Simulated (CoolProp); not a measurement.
Computed with CoolProp (reference Helmholtz-energy equation of state, Thol 2018).

Give the vapour pressure (bar), vapour density (kg/m³), enthalpy of vaporisation (kJ/kg), liquid cp (kJ/(kg K)) of saturated hydrogen chloride at 259.5 K.


| T (K) | p (bar) | vapour density (kg/m³) | enthalpy of vaporisation (kJ/kg) | liquid cp (kJ/(kg K)) |
|---|---|---|---|---|
| 259.5 | 17.8 | 37.5 | 341 | 1.89 |
